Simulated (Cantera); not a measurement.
A closed system holds: 1 mol PH3, 0.31 mol H2, held at 57.0 Pa.

Cantera equilibrium calculation (NASA polynomials, part measured and part estimated; ideal gas, pure solids and liquids). Candidate condensed phases: P; 7 gas species. The numbers say what is thermodynamically allowed, not how fast it happens. All values below are at 1248 K.

Base state: H2 0.784, P2 0.215, P4 0.00109, H 1.73e-5 (mole fractions); condensed: gas only.

Question: What changes in the equilibrium state with this change: PH3 replaced by S?

Answer: 
```tsv
species	before	after
S2	0	0.599
H2	0.784	0.309
H2S	0	0.0899
P2	0.215	0
SH	0	0.00209
P4	0.00109	0
S	0	3.94e-5
H	1.73e-5	1.09e-5
```
Gases not in the tables: S3 to S7. Further candidate phases: S.
